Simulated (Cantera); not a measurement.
## Stirred combustor or abatement burner

A perfectly stirred reactor is fed with 4.48 % CH₄, 16.6 % O₂, 62.3 % N₂, 16.6 % H₂O, equivalence ratio 0.54, at 130000 Pa; it is adiabatic with a 423 K inlet, and is followed from long to short residence time, starting on the burning branch (τ in s: 0.34, 0.096, 0.028, 0.0079, 0.0023, 0.00064, 0.00018, 5.3e-05, 1.5e-05).

Model: GRI-Mech 3.0 (53 species, 325 reactions), integrated in Cantera.

```json
[
 {"τ (s)": "0.34", "T (K)": "1438", "x CH₄": "1.97e-5", "x O₂": "0.0763", "x H₂O": "0.255", "x HCO": "3.06e-9", "x HO₂": "2.09e-6", "x H₂": "2.51e-5", "x C₂H₆": "9.73e-9"},
 {"τ (s)": "0.096", "T (K)": "1435", "x CH₄": "4.60e-5", "x O₂": "0.0765", "x H₂O": "0.255", "x HCO": "1.10e-8", "x HO₂": "4.99e-6", "x H₂": "6.06e-5", "x C₂H₆": "3.81e-8"},
 {"τ (s)": "0.028", "T (K)": "1428", "x CH₄": "0.000111", "x O₂": "0.0769", "x H₂O": "0.255", "x HCO": "3.93e-8", "x HO₂": "1.17e-5", "x H₂": "0.000148", "x C₂H₆": "1.46e-7"},
 {"τ (s)": "0.0079", "T (K)": "1405", "x CH₄": "0.000331", "x O₂": "0.0784", "x H₂O": "0.254", "x HCO": "1.50e-7", "x HO₂": "2.95e-5", "x H₂": "0.000406", "x C₂H₆": "8.08e-7"},
 {"τ (s)": "0.0023", "T (K)": "423", "x CH₄": "0.0448", "x O₂": "0.166", "x H₂O": "0.166", "x HCO": "<1e-12", "x HO₂": "<1e-12", "x H₂": "<1e-12", "x C₂H₆": "<1e-12"},
 {"τ (s)": "0.00064", "T (K)": "423", "x CH₄": "0.0448", "x O₂": "0.166", "x H₂O": "0.166", "x HCO": "<1e-12", "x HO₂": "<1e-12", "x H₂": "<1e-12", "x C₂H₆": "<1e-12"},
 {"τ (s)": "0.00018", "T (K)": "423", "x CH₄": "0.0448", "x O₂": "0.166", "x H₂O": "0.166", "x HCO": "<1e-12", "x HO₂": "<1e-12", "x H₂": "<1e-12", "x C₂H₆": "<1e-12"},
 {"τ (s)": "5.3e-5", "T (K)": "423", "x CH₄": "0.0448", "x O₂": "0.166", "x H₂O": "0.166", "x HCO": "<1e-12", "x HO₂": "<1e-12", "x H₂": "<1e-12", "x C₂H₆": "<1e-12"},
 {"τ (s)": "1.5e-5", "T (K)": "423", "x CH₄": "0.0448", "x O₂": "0.166", "x H₂O": "0.166", "x HCO": "<1e-12", "x HO₂": "<1e-12", "x H₂": "<1e-12", "x C₂H₆": "<1e-12"}
]
```
x: mole fraction; the columns are a selection and need not sum to one.
